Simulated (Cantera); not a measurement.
Charge: 1 mol SiH₂Cl₂, 0.47 mol N₂, 2 mol H₂, equilibrated at 1330 Pa.

Cantera equilibrium calculation (NASA polynomials, part measured and part estimated; ideal gas, pure solids and liquids). Candidate condensed phases: NH₄Cl, Si, Si₃N₄; 28 gas species. N₂ is the only nitrogen source here; it is nearly inert below about 1500 K, so the nitride shown seldom forms there in practice. Mutual solubility and eutectic melting of coexisting phases are not modelled. Gases not in the tables: Si₂H₆ and higher silanes. Equilibrium is a limit: real reactors are often held back by kinetics, nucleation or transport.

Q: Which condensed phases are stable at each of these points (T (°C)): 950, 1000, 1050, 1100, 1150, 1200, 1250, 1300, 1350, 1400, 1450, 1500, 1550, 1600?

A: 
```
T (°C)  condensed phases  Si condensed (%)
------  ----------------  ----------------
950             Si₃N₄(s)              70.3
1000            Si₃N₄(s)              70.0
1050            Si₃N₄(s)              69.2
1100            Si₃N₄(s)              67.4
1150            Si₃N₄(s)              64.0
1200            Si₃N₄(s)              58.8
1250            Si₃N₄(s)              52.5
1300            Si₃N₄(s)              45.8
1350            Si₃N₄(s)              39.1
1400    Si(s) + Si₃N₄(s)              35.0
1450               Si(l)              35.4
1500               Si(l)              36.2
1550               Si(l)              37.0
1600               Si(l)              37.6
```

From 950 °C to 1350 °C the condensed part is Si₃N₄(s). At 1400 °C the condensed part is Si(s) + Si₃N₄(s). From 1450 °C to 1600 °C the condensed part is Si(l).
